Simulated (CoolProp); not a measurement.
Computed with CoolProp (reference Helmholtz-energy equation of state, Thol 2017).

Question: Give the vapour pressure (bar), liquid density (kg/m³), vapour density (kg/m³), liquid cp (kJ/(kg K)) of saturated octamethyltrisiloxane (MDM) at 69.45, 179.05, 244.85 °C.

Answer: 
```csv
T (°C),p (bar),liquid density (kg/m³),vapour density (kg/m³),liquid cp (kJ/(kg K))
69.45,0.0571,770,0.478,1.89
179.05,1.93,640,13.8,2.19
244.85,6.87,529,54.3,2.48
```
